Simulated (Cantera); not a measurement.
A Cantera script and what it prints.

```python
import numpy as np
import cantera as ct

gas_names = """
    C CH CH2 CH3 CH2OH CH3O CH4 CH3OH CN CO CO2 COOH C2 C2H CHCO,ketyl C2H2,acetylene C2H2,vinylidene
    CH2CO,ketene C2H3,vinyl CH3CN CH3CO,acetyl C2H4 C2H4O,ethylen CH3CHO,ethanal CH3COOH (HCOOH)2 C2H5
    C2H6 CH3OCH3 C2H5OH CCN CNC C2N2 C2O C3 C3H3,propargyl C3H4,allene C3H4,propyne C3H4,cyclo-
    C3H5,allyl C3H6,propylene C3H6,cyclo- C3H6O C3H7,n-propyl C3H7,i-propyl C3H8 C3H8O,1propanol
    C3H8O,2propanol C3O2 C4 C4H2 C4H4,1,3-cyclo- C4H6,butadiene C4H6,2-butyne C4H6,cyclo- C4H8,1-butene
    C4H8,cis2-buten C4H8,tr2-butene C4H8,isobutene C4H8,cyclo- (CH3COOH)2 C4H9,n-butyl C4H9,i-butyl
    C4H9,s-butyl C4H9,t-butyl C4H10,isobutane C4H10,n-butane C4N2 C5 C5H6,1,3cyclo- C5H8,cyclo-
    C5H10,1-pentene C5H10,cyclo- C5H11,pentyl C5H11,t-pentyl C5H12,n-pentane C5H12,i-pentane
    CH3C(CH3)2CH3 C6H2 C6H5,phenyl C6H5O,phenoxy C6H6 C6H5OH,phenol C6H10,cyclo- C6H12,1-hexene
    C6H12,cyclo- C6H13,n-hexyl C7H7,benzyl C7H8 C7H8O,cresol C7H14,1-heptene C7H15,n-heptyl
    C7H16,n-heptane C8H8,styrene C8H10,ethylbenz C8H16,1-octene C8H17,n-octyl C8H18,isooctane
    C8H18,n-octane C9H19,n-nonyl C10H8,naphthale C10H21,n-decyl C12H9,o-bipheny C12H10,bipheny H HCN HCO
    HCCN HNC HNCO HNO HNO2 HNO3 HO2 H2 HCHO,formaldehy HCOOH H2O H2O2 N NCO NH NH2 NH3 NH2OH NO NO2 NO3
    N2 N2H2 N2H4 N2O O OH O2 O3
""".split()
cond_names = """
    C(gr) C6H6(L) C7H8(L) C8H18(L),n-octa H2O(s) H2O(L)
""".split()


def load(file, names, dense=False):
    # The tables refer to 1 bar. Condensed volumes are neglected.
    table = {s.name: s for s in ct.Species.list_from_file(file)}
    out = []
    for n in names:
        d = dict(table[n].input_data)
        d["thermo"] = dict(d["thermo"], **{"reference-pressure": 1e5})
        if dense:
            d["equation-of-state"] = {"model": "constant-volume", "density": "1e6 g/cm^3"}
        out.append(ct.Species.from_dict(d))
    return out


gas = ct.Solution(thermo="ideal-gas", species=load("nasa_gas.yaml", gas_names))
cond = {s.name: ct.Solution(thermo="fixed-stoichiometry", species=[s], name=s.name)
        for s in load("nasa_condensed.yaml", cond_names, dense=True)}
atoms = {
    'C3H6': {'C': 3, 'H': 6},
    'CO2': {'C': 1, 'O': 2},
    'N2': {'N': 2},
}
top_T = {'C(gr)': 4500}  # K; cautious upper limits of use, not melting points


def equilibrate(T, P, feed):
    n = {}
    for name, mol in feed.items():
        for a, k in atoms[name].items():
            n[a] = n.get(a, 0.0) + k * mol
    gas.TPX = T, P, n
    mass = sum(n.values()) * gas.mean_molecular_weight
    gas.equilibrate("TP")
    valid = [c for c in cond.values() if c.min_temp <= T <= top_T.get(c.name, c.max_temp)]
    mix = ct.Mixture([(gas, mass / gas.mean_molecular_weight)] + [(c, 0.0) for c in valid])
    mix.T, mix.P = T, P
    mix.equilibrate("TP", solver="gibbs", rtol=1e-10, max_steps=50000)
    return mix


results = []
feed = {'C3H6': 1, 'CO2': 0.081, 'N2': 19}  # mol
P = 10000  # Pa
for T in [1973, 2123, 2273, 2423, 2573, 2723, 2873, 3023]:
    mix = equilibrate(T, P, feed)
    results.append((T, P, feed, dict(zip(mix.species_names, mix.species_moles))))

top = {s: max(r[3][s] / sum(r[3][g] for g in gas_names) for r in results) for s in gas_names}
cols = sorted((s for s in top if top[s] > 1e-05), key=lambda s: -top[s])[:6]
seen = [c for c in cond_names if any(r[3].get(c, 0) > 1e-12 for r in results)]
print("log10 of partial pressures in bar; condensed amounts in mol")
print(f"{'T/K':>10s}" + "".join(f"{s[:9]:>10s}" for s in cols + seen))
for T, P, feed, n in results:
    ng = sum(n[g] for g in gas_names)
    print(f"{T:10.4g}" + "".join(f"{np.log10(max(n[s] / ng * P / 1e5, 1e-99)):10.3f}" for s in cols)
          + "".join(f"{n.get(c, 0):10.4g}" for c in seen))
```

Output:

```
log10 of partial pressures in bar; condensed amounts in mol
       T/K        N2        H2         H       HCN        CN       HNC     C(gr)
      1973    -1.068    -1.879    -3.810    -3.352    -6.938    -4.619     2.811
      2123    -1.070    -1.890    -3.390    -3.114    -6.127    -4.268     2.726
      2273    -1.072    -1.910    -3.031    -2.913    -5.425    -3.969     2.601
      2423    -1.076    -1.944    -2.723    -2.746    -4.812    -3.717     2.429
      2573    -1.082    -1.998    -2.463    -2.613    -4.272    -3.509     2.212
      2723    -1.090    -2.080    -2.248    -2.512    -3.794    -3.342      1.95
      2873    -1.100    -2.197    -2.077    -2.447    -3.368    -3.217     1.614
      3023    -1.113    -2.359    -1.950    -2.418    -2.986    -3.134     1.013
```

Cantera equilibrium calculation (NASA polynomials, part measured and part estimated; ideal gas, pure solids and liquids).
